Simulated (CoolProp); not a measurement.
Vapour-liquid equilibrium of propylene (1) + R22 (2) at 305.7 K; x and y are mole fractions of (1).

Model: multi-fluid Helmholtz-energy mixture model, Lemmon 2013 and Kamei 1995; pair parameters Bell 2016, in CoolProp.

```
x     bubble pressure (MPa)  y at the bubble point  dew pressure at overall composition x (MPa)  liquid density (mol/L)
----  ---------------------  ---------------------  -------------------------------------------  ----------------------
0.05                  1.299                  0.064                                        1.293                   13.30
0.2                   1.361                  0.233                                        1.350                   12.95
0.35                  1.404                  0.380                                        1.396                   12.64
0.5                   1.429                  0.516                                        1.427                   12.37
0.65                  1.437                  0.650                                        1.437                   12.13
0.8                   1.428                  0.790                                        1.427                   11.93
0.95                  1.401                  0.944                                        1.399                   11.76
```

y crosses x between x = 0.65 and 0.8: the model has an azeotrope there.

Pair parameters are fitted to limited data, so mixtures are less certain than the pure fluids.
